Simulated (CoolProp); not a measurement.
A closed Brayton cycle with nitrogen: compressor inlet 313.15 K and 6.7 MPa, high pressure 21.8 MPa, turbine inlet 985 K, compressor efficiency 0.8, turbine efficiency 0.93, recuperator effectiveness 0.8 (on enthalpy, no pinch check). Each further row changes one setting.

Model: reference Helmholtz-energy equation of state, Span 2000, in CoolProp.

```json
[
 {"case": "as stated", "thermal efficiency (%)": "33.6", "net work (kJ/kg)": "118", "compressor to turbine work": "0.59", "compressor exit (K)": "471.7", "turbine exit (K)": "741.7"},
 {"case": "turbine inlet 935 K", "thermal efficiency (%)": "31.5", "net work (kJ/kg)": "104", "compressor to turbine work": "0.62", "compressor exit (K)": "471.7", "turbine exit (K)": "702.0"},
 {"case": "compressor inlet 323.15 K", "thermal efficiency (%)": "32.3", "net work (kJ/kg)": "112", "compressor to turbine work": "0.61", "compressor exit (K)": "486.7", "turbine exit (K)": "741.7"},
 {"case": "high pressure 18.5 MPa", "thermal efficiency (%)": "33.6", "net work (kJ/kg)": "111", "compressor to turbine work": "0.56", "compressor exit (K)": "446.3", "turbine exit (K)": "771.8"},
 {"case": "recuperator effectiveness 0.5", "thermal efficiency (%)": "26.8", "net work (kJ/kg)": "118", "compressor to turbine work": "0.59", "compressor exit (K)": "471.7", "turbine exit (K)": "741.7"}
]
```
